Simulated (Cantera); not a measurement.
**Moist CO burnout**

An isothermal, constant-pressure homogeneous reactor starts with 0.149 % CO, 0.269 % O₂, 0.0169 % H₂O, 99.6 % N₂, at 975 K and 5.10 bar.

Model: GRI-Mech 3.0 (53 species, 325 reactions), integrated in Cantera.

```
t (s)         x CO     x O₂     x H₂O      x NO     x HO₂      x OH      x H₂
--------  --------  -------  --------  --------  --------  --------  --------
7.00e-5    0.00149  0.00269  0.000169    <1e-12    <1e-12    <1e-12    <1e-12
0.000386   0.00149  0.00269  0.000169    <1e-12    <1e-12    <1e-12    <1e-12
0.00213    0.00149  0.00269  0.000169    <1e-12  1.03e-12    <1e-12    <1e-12
0.0117     0.00149  0.00269  0.000169    <1e-12  1.62e-11    <1e-12    <1e-12
0.0648     0.00149  0.00269  0.000169    <1e-12  1.20e-10    <1e-12    <1e-12
0.357      0.00149  0.00269  0.000169    <1e-12  8.57e-10  3.65e-12  5.11e-12
1.97       0.00149  0.00269  0.000169    <1e-12   1.70e-8  7.34e-11  6.12e-10
10.9       0.00139  0.00264  0.000169    <1e-12   7.70e-8  3.84e-10   1.13e-7
60.0      0.000854  0.00237  0.000169  3.02e-11   7.80e-8  4.33e-10   2.85e-7
```
x: mole fraction; the columns are a selection and need not sum to one.

Equilibrium at this temperature and pressure: CO <1e-12, O₂ 0.00194, H₂O 0.000169, NO 2.57e-6, HO₂ 1.14e-12, OH 5.93e-10, H₂ <1e-12 (gas phase only).
